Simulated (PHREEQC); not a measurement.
**Ultrapure water in contact with air or piping (model solution)**

Synthetic water in mg/L, 64 °C, pH 5.98, pe 9:

```
constituent                  mg/L
-----------------------  --------
Na                        0.00239
K                        0.000874
Ca                         0.0241
Mg                        0.00507
Cl                         0.0272
S(6) as SO4                0.0174
Alkalinity as HCO3         0.0374
Cd                       0.000281
Sr                        0.00219
Ni                         0.0024
Cu(2)                    0.000171
O(0) (dissolved oxygen)   0.00098
F                        7.44e-06
```

Valence states are taken as typed.

Model: ion-association model, wateq4f.dat, run in PHREEQC.

This is a speciation only: nothing precipitates in the calculation.

Q: Estimate the ionic strength, charge-balance error.

A: ionic strength 3.93e-6 mol/kgw; charge-balance error 2.5 %.

Q: In which forms is C present?

A: CO2 67 %, HCO3- 33 % of the C.

At this temperature some constants are extrapolated from 25 °C, and those without enthalpy data are left unchanged.
